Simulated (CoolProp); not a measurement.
Vapour-liquid equilibrium of ethanol (1) + n-nonane (2) at 0.655 MPa; x and y are mole fractions of (1).

The numbers come from the multi-fluid Helmholtz-energy mixture model, Schroeder 2014 and Lemmon 2006; pair parameters Bell 2016 in CoolProp.

| x | bubble temperature, mixture model (°C) | bubble temperature, Raoult's law (°C) | y, mixture model | y, Raoult's law |
|---|---|---|---|---|
| 0.05 | 205.6 | 219.4 | 0.431 | 0.326 |
| 0.125 | 176.2 | 200.3 | ? | 0.572 |
| 0.2 | 161.6 | 187.2 | ? | 0.704 |
| 0.275 | 153.7 | 177.3 | 0.837 | 0.784 |
| 0.35 | 149.0 | 169.5 | 0.860 | 0.839 |
| 0.425 | ? | 163.1 | 0.875 | 0.878 |
| 0.5 | 144.0 | 157.7 | ? | 0.907 |
| 0.575 | 142.5 | 153.0 | 0.896 | 0.930 |
| 0.65 | 141.1 | 148.9 | 0.905 | 0.948 |
| 0.725 | ? | 145.3 | 0.916 | 0.963 |
| 0.8 | ? | 142.0 | 0.929 | 0.976 |
| 0.875 | 137.1 | 139.1 | 0.948 | 0.986 |
| 0.95 | ? | 136.4 | ? | 0.995 |

Task: What belongs in the gaps?

Result: 
- 0.125, y, mixture model: 0.699
- 0.2, y, mixture model: 0.794
- 0.425, bubble temperature, mixture model (°C): 146.1
- 0.5, y, mixture model: 0.886
- 0.725, bubble temperature, mixture model (°C): 139.8
- 0.8, bubble temperature, mixture model (°C): 138.5
- 0.95, bubble temperature, mixture model (°C): 135.6
- 0.95, y, mixture model: 0.975

The largest gap from Raoult's law is -25.6 K in bubble temperature, at x = 0.2. No azeotrope shows between x = 0.05 and 0.95.

Pair parameters are fitted to limited data, so mixtures are less certain than the pure fluids. With so large a gap from Raoult's law the liquid may split in two, which this calculation doesn't test in full.
